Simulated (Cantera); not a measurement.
An isothermal, constant-pressure homogeneous reactor starts with 14.6 % CH4, 84.7 % H2, 0.657 % H2O, at 1650 K and 3100 Pa.

Detailed kinetics in Cantera: GRI-Mech 3.0 (53 species, 325 reactions). GRI-Mech 3.0 stops at C3 and has no aromatics, soot or wall deposition, so with more carbon than oxygen in the feed, carbon stays in small species such as C2H2 where larger ones or solid carbon would form. Radical loss at walls, strong at low pressure, is not modelled.

x: mole fraction; the columns are a selection and need not sum to one.

```json
[
 {"t (s)": "0.000300", "x CH4": "0.146", "x H2": "0.847", "x C2H": "<1e-12", "x C2H2": "6.75e-12", "x CH2": "1.31e-10"},
 {"t (s)": "0.000675", "x CH4": "0.146", "x H2": "0.847", "x C2H": "<1e-12", "x C2H2": "2.09e-10", "x CH2": "7.01e-10"},
 {"t (s)": "0.00152", "x CH4": "0.146", "x H2": "0.847", "x C2H": "<1e-12", "x C2H2": "6.74e-9", "x CH2": "[?]"},
 {"t (s)": "0.00342", "x CH4": "0.146", "x H2": "0.847", "x C2H": "<1e-12", "x C2H2": "2.42e-7", "x CH2": "[?]"},
 {"t (s)": "0.00770", "x CH4": "0.145", "x H2": "0.847", "x C2H": "7.09e-12", "x C2H2": "9.41e-6", "x CH2": "[?]"},
 {"t (s)": "0.0173", "x CH4": "0.143", "x H2": "0.848", "x C2H": "3.72e-10", "x C2H2": "0.000273", "x CH2": "[?]"},
 {"t (s)": "0.0390", "x CH4": "0.137", "x H2": "0.852", "x C2H": "4.15e-9", "x C2H2": "0.00256", "x CH2": "3.00e-7"},
 {"t (s)": "0.0877", "x CH4": "0.124", "x H2": "0.859", "x C2H": "1.42e-8", "x C2H2": "0.00857", "x CH2": "2.85e-7"},
 {"t (s)": "0.197", "x CH4": "0.101", "x H2": "0.872", "x C2H": "3.24e-8", "x C2H2": "0.0189", "x CH2": "[?]"},
 {"t (s)": "0.444", "x CH4": "0.0693", "x H2": "0.890", "x C2H": "5.99e-8", "x C2H2": "0.0328", "x CH2": "[?]"},
 {"t (s)": "1.00", "x CH4": "0.0388", "x H2": "0.908", "x C2H": "9.21e-8", "x C2H2": "0.0464", "x CH2": "[?]"}
]
```

Task: Fill in the missing entries.

Result: 
- 0.00152, x CH2: 3.58e-9
- 0.00342, x CH2: 1.74e-8
- 0.00770, x CH2: 7.65e-8
- 0.0173, x CH2: 2.27e-7
- 0.197, x CH2: 2.54e-7
- 0.444, x CH2: 2.06e-7
- 1.00, x CH2: 1.44e-7
